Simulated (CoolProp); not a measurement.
Vapour-liquid equilibrium of sulfur hexafluoride (1) + CH2F2 (R32) (2) at -24.15 °C; x and y are mole fractions of (1).

Values from CoolProp's multi-fluid Helmholtz-energy mixture model, Guder 2009 and Tillner-Roth 1997; pair parameters Bell 2016.

```tsv
x	bubble pressure, mixture model (bar)	bubble pressure, Raoult's law (bar)	y, mixture model	y, Raoult's law
0.05	5.310	3.587	0.351	0.084
0.15	7.164	3.843	0.533	0.235
0.25	7.795	4.098	0.582	0.367
0.35	7.982	4.354	0.598	0.484
0.45	8.041	4.610	0.606	0.587
0.55	8.073	4.866	0.613	0.680
0.65	8.082	5.121	0.628	0.764
0.75	8.003	5.377	0.659	0.839
0.85	7.685	5.633	0.721	0.908
0.95	6.821	5.888	0.859	0.971
```

The largest gap from Raoult's law is +90.2 % in bubble pressure, at x = 0.25. y crosses x between x = 0.55 and 0.65: the model has an azeotrope there.

The pair parameters rest on a limited set of measurements; away from them the model extrapolates. With so large a gap from Raoult's law the liquid may split in two, which this calculation doesn't test in full.
